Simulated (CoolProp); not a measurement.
Sulfur dioxide along the isotherm 525 K: fugacity coefficient from the reference equation and from simpler models built on Tc = 430.6 K, pc = 7.887 MPa, ω = 0.256; each cubic takes its own stable root.

Computed with CoolProp (reference Helmholtz-energy equation of state, Gao 2016).

```json
[
 {"p (MPa)": "2.92", "phase": "gas", "reference": "0.9383", "van der Waals": "0.9336", "Redlich-Kwong": "0.9315", "Soave-Redlich-Kwong": "0.9398"},
 {"p (MPa)": "5.83", "phase": "gas", "reference": "0.8791", "van der Waals": "0.8685", "Redlich-Kwong": "0.8663", "Soave-Redlich-Kwong": "0.8828"},
 {"p (MPa)": "8.75", "phase": "supercritical", "reference": "0.8224", "van der Waals": "0.8043", "Redlich-Kwong": "0.8042", "Soave-Redlich-Kwong": "0.8289"},
 {"p (MPa)": "11.7", "phase": "supercritical", "reference": "0.7681", "van der Waals": "0.7404", "Redlich-Kwong": "0.7450", "Soave-Redlich-Kwong": "0.7781"},
 {"p (MPa)": "14.6", "phase": "supercritical", "reference": "0.7182", "van der Waals": "0.6805", "Redlich-Kwong": "0.6915", "Soave-Redlich-Kwong": "0.7324"},
 {"p (MPa)": "17.5", "phase": "supercritical", "reference": "0.6725", "van der Waals": "0.6290", "Redlich-Kwong": "0.6443", "Soave-Redlich-Kwong": "0.6919"},
 {"p (MPa)": "20.4", "phase": "supercritical", "reference": "0.6321", "van der Waals": "0.5886", "Redlich-Kwong": "0.6046", "Soave-Redlich-Kwong": "0.6570"},
 {"p (MPa)": "23.3", "phase": "supercritical", "reference": "0.5976", "van der Waals": "0.5576", "Redlich-Kwong": "0.5721", "Soave-Redlich-Kwong": "0.6277"},
 {"p (MPa)": "26.3", "phase": "supercritical", "reference": "0.5679", "van der Waals": "0.5332", "Redlich-Kwong": "0.5450", "Soave-Redlich-Kwong": "0.6027"},
 {"p (MPa)": "29.2", "phase": "supercritical", "reference": "0.5442", "van der Waals": "0.5152", "Redlich-Kwong": "0.5238", "Soave-Redlich-Kwong": "0.5830"},
 {"p (MPa)": "32.1", "phase": "supercritical", "reference": "0.5246", "van der Waals": "0.5015", "Redlich-Kwong": "0.5066", "Soave-Redlich-Kwong": "0.5668"},
 {"p (MPa)": "35", "phase": "supercritical", "reference": "0.5084", "van der Waals": "0.4912", "Redlich-Kwong": "0.4926", "Soave-Redlich-Kwong": "0.5536"}
]
```
